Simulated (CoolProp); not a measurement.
Vapour-liquid equilibrium of fluoroethane (R161) (1) + R134a (2) at 233 K; x and y are mole fractions of (1).

The numbers come from the multi-fluid Helmholtz-energy mixture model, Wu 2012 and Tillner-Roth 1994; pair parameters Bell 2016 in CoolProp.

```
x     bubble pressure (bar)  y at the bubble point  dew pressure at overall composition x (bar)  liquid density (mol/L)
----  ---------------------  ---------------------  -------------------------------------------  ----------------------
0.05                 0.5223                  0.075                                       0.5174                       ?
0.15                 0.5524                      ?                                       0.5375                   14.31
0.25                 0.5848                  0.350                                       0.5598                   14.60
0.35                 0.6196                  0.471                                       0.5847                   14.90
0.45                 0.6569                  0.582                                       0.6130                   15.20
0.55                 0.6967                  0.681                                       0.6455                   15.52
0.65                 0.7386                      ?                                       0.6834                   15.85
0.75                 0.7825                  0.848                                       0.7286                   16.19
0.85                 0.8280                  0.916                                       0.7838                   16.54
0.95                 0.8745                      ?                                       0.8542                   16.90
```

Question: Fill in the missing entries.

Answer: 
- 0.05, liquid density (mol/L): 14.03
- 0.15, y at the bubble point: 0.218
- 0.65, y at the bubble point: 0.770
- 0.95, y at the bubble point: 0.974

No azeotrope shows between x = 0.05 and 0.95.

Pair parameters are fitted to limited data, so mixtures are less certain than the pure fluids.
